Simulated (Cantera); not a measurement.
**Premixed flame**

A freely propagating, adiabatic, planar premixed flame of CO : H₂ : CH₄ : O₂ : N₂ : H₂O = 1 : 0.32 : 0.21 : 1.54 : 5.71 : 0.29 (molar parts), equivalence ratio 0.70, unburnt at 500 K and 100.0 Torr; mixture-averaged transport, grid criteria slope 0.08 and curve 0.16, no radiation.

Computed with Cantera and GRI-Mech 3.0 (53 species, 325 reactions). Burning velocities carry a grid error of a few per cent, more on coarse grids.

```json
[
 {"z (mm)": "-11.7", "T (K)": "500", "u (m/s)": "1.45", "x CO": "0.110", "x H₂": "0.0353", "x CH₄": "0.0232", "x C₂H": "<1e-8", "x NO₂": "<1e-8", "x C₂H₆": "<1e-8"},
 {"z (mm)": "-7.79", "T (K)": "500", "u (m/s)": "1.45", "x CO": "0.110", "x H₂": "0.0352", "x CH₄": "0.0232", "x C₂H": "<1e-8", "x NO₂": "<1e-8", "x C₂H₆": "<1e-8"},
 {"z (mm)": "-5.85", "T (K)": "500", "u (m/s)": "1.45", "x CO": "0.110", "x H₂": "0.0351", "x CH₄": "0.0232", "x C₂H": "<1e-8", "x NO₂": "<1e-8", "x C₂H₆": "<1e-8"},
 {"z (mm)": "-3.90", "T (K)": "501", "u (m/s)": "1.45", "x CO": "0.110", "x H₂": "0.0346", "x CH₄": "0.0232", "x C₂H": "<1e-8", "x NO₂": "<1e-8", "x C₂H₆": "1.37e-8"},
 {"z (mm)": "-1.95", "T (K)": "562", "u (m/s)": "1.63", "x CO": "0.109", "x H₂": "0.0313", "x CH₄": "0.0227", "x C₂H": "<1e-8", "x NO₂": "<1e-8", "x C₂H₆": "5.13e-6"},
 {"z (mm)": "-0.974", "T (K)": "779", "u (m/s)": "2.25", "x CO": "0.106", "x H₂": "0.0266", "x CH₄": "0.0185", "x C₂H": "<1e-8", "x NO₂": "<1e-8", "x C₂H₆": "1.65e-5"},
 {"z (mm)": "0", "T (K)": "1148", "u (m/s)": "3.32", "x CO": "0.100", "x H₂": "0.0186", "x CH₄": "0.00496", "x C₂H": "<1e-8", "x NO₂": "<1e-8", "x C₂H₆": "3.04e-6"},
 {"z (mm)": "0.974", "T (K)": "1332", "u (m/s)": "3.83", "x CO": "0.0796", "x H₂": "0.00980", "x CH₄": "0.000164", "x C₂H": "<1e-8", "x NO₂": "<1e-8", "x C₂H₆": "<1e-8"},
 {"z (mm)": "1.95", "T (K)": "1415", "u (m/s)": "4.04", "x CO": "0.0594", "x H₂": "0.00769", "x CH₄": "2.39e-6", "x C₂H": "<1e-8", "x NO₂": "<1e-8", "x C₂H₆": "<1e-8"},
 {"z (mm)": "3.90", "T (K)": "1520", "u (m/s)": "4.29", "x CO": "0.0382", "x H₂": "0.00810", "x CH₄": "<1e-8", "x C₂H": "<1e-8", "x NO₂": "<1e-8", "x C₂H₆": "<1e-8"},
 {"z (mm)": "7.79", "T (K)": "1632", "u (m/s)": "4.57", "x CO": "0.0290", "x H₂": "0.00782", "x CH₄": "<1e-8", "x C₂H": "<1e-8", "x NO₂": "<1e-8", "x C₂H₆": "<1e-8"},
 {"z (mm)": "15.6", "T (K)": "1745", "u (m/s)": "4.84", "x CO": "0.0260", "x H₂": "0.00645", "x CH₄": "<1e-8", "x C₂H": "<1e-8", "x NO₂": "<1e-8", "x C₂H₆": "<1e-8"},
 {"z (mm)": "31.2", "T (K)": "1852", "u (m/s)": "5.10", "x CO": "0.0215", "x H₂": "0.00479", "x CH₄": "<1e-8", "x C₂H": "<1e-8", "x NO₂": "<1e-8", "x C₂H₆": "<1e-8"}
]
```
x: mole fraction of selected species; z is measured from the peak of heat release.

```
Property                    Result
------------------------  --------
laminar burning velocity  145 cm/s
thermal thickness          3.90 mm
peak x(C₂H)                  <1e-8
peak x(C₂H₆)               1.75e-5
grid points                    170
```
